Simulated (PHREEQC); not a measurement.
Dissolve 1.2 mol Na2SO4, 0.021 mol H3BO3 and 0.0014 mol H4SiO4 per kg of water at 25 °C. Closed to the air; pH follows from the charge balance.

Model: Pitzer model, pitzer.dat, run in PHREEQC.

```json
{
  "pH": "5.75",
  "ionic_strength": "3.60 mol/kgw",
  "activity_of_water": "0.959",
  "density": "1.134 g/cm³",
  "osmotic_coefficient": "0.635"
}
```

```tsv
species	molality	activity	log γ
Na+	2.40	1.06	-0.354
SO4-2	1.20	0.0399	-1.478
B(OH)3	0.0210	0.0157	-0.126
H4SiO4	0.00140	0.00150	0.029
B(OH)4-	1.75e-5	4.86e-6	-0.557
HSO4-	1.42e-5	6.79e-6	-0.321
H+	4.12e-6	1.79e-6	-0.363
B3O3(OH)4-	4.00e-7	6.98e-8	-0.758
```

This is a speciation only: nothing precipitates in the calculation. Species that the database lacks are ignored. In brines, pH and single-ion activities rest on the MacInnes convention.
